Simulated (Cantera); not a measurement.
## Equilibrium for hydrogen reduction and annealing atmospheres: Fe2O3 + H2 + N2

Charge: 1 mol Fe2O3, 93 mol H2, 0.36 mol N2, held at 3.00 bar.

Cantera equilibrium calculation (NASA polynomials, part measured and part estimated; ideal gas, pure solids and liquids). Candidate condensed phases: Fe, FeO, Fe(OH)2, Fe(OH)3, Fe2O3, Fe3O4, H2O; 27 gas species. Condensed phases not in the tables: Fe4N. Rates play no part.

```
T (K)   x H2   x H2O     x N2     x NH3       x H      x Fe  x Fe(OH)2      x OH  n Fe(α)  n Fe(γ)
-----  -----  ------  -------  --------  --------  --------  ---------  --------  -------  -------
700    0.963  0.0322  0.00312   0.00148    <1e-12    <1e-12     <1e-12    <1e-12     2.00        0
850    0.964  0.0321  0.00370  0.000320  1.16e-11    <1e-12   2.24e-12    <1e-12     2.00        0
1000   0.964  0.0321  0.00381  0.000102   1.29e-9    <1e-12   6.74e-11    <1e-12     2.00        0
1150   0.964  0.0321  0.00383   4.29e-5   4.23e-8  2.86e-12   8.18e-10  8.52e-12     2.00        0
1300   0.964  0.0321  0.00385   2.18e-5   6.27e-7  3.64e-10    5.55e-9  2.73e-10        0     2.00
1450   0.964  0.0321  0.00385   1.28e-5   5.36e-6   1.66e-8    2.56e-8   4.28e-9        0     2.00
1600   0.964  0.0321  0.00385   8.23e-6   3.08e-5   3.65e-7    8.90e-8   4.02e-8        0     2.00
```
x: gas mole fraction; n: condensed amount in mol.

From 700 K to 1150 K the condensed part is Fe(α). From 1300 K to 1600 K the condensed part is Fe(γ).
